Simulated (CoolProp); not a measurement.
A single-stage vapour-compression cycle with the fluid: evaporating at 265.15 K (dew point), condensing at 324.15 K (bubble point), superheat 8 K, subcooling 8 K, compressor efficiency 0.85, no pressure losses. The same conditions are run with several fluids, on thermodynamics alone (safety and materials aside).

Values from CoolProp's reference Helmholtz-energy equation of state of each fluid (R115: Lemmon 2016; n-pentane: Thol 2019; R125: Lemmon 2005; R1336mzz(E): Akasaka 2023; chlorine: Thol 2021; ammonia: Gao 2020).

```
fluid        cooling COP  pressure ratio  discharge temperature (K)  refrigerating effect (kJ/kg)  volumetric capacity (kJ/m³)
-----------  -----------  --------------  -------------------------  ----------------------------  ---------------------------
R115                2.57            4.98                      327.6                          63.0                         1600
n-pentane           3.21            9.79                      330.0                           286                          154
R125                2.49            5.02                      337.9                          77.4                         2390
R1336mzz(E)         2.96            8.73                      324.9                           105                          394
chlorine            3.08            5.27                      431.3                           225                         2070
ammonia             3.05            6.62                      439.2                          1070                         2650
```
